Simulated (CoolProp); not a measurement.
Vapour-liquid equilibrium of 1-butene (1) + acetone (2) at 88.55 °C; x and y are mole fractions of (1).

Values from CoolProp's multi-fluid Helmholtz-energy mixture model, Lemmon 2005 and Lemmon 2006; pair parameters Bell 2016.

Question: Give the bubble pressure and the first vapour's composition at x = 0.05, 0.2, 0.8. Is there an azeotrope?

Answer: x = 0.05: 0.3912 MPa, y = 0.308; x = 0.2: 0.6858 MPa, y = 0.632; x = 0.8: 1.279 MPa, y = 0.899. No azeotrope shows between x = 0.05 and 0.95.

The pair parameters rest on a limited set of measurements; away from them the model extrapolates.
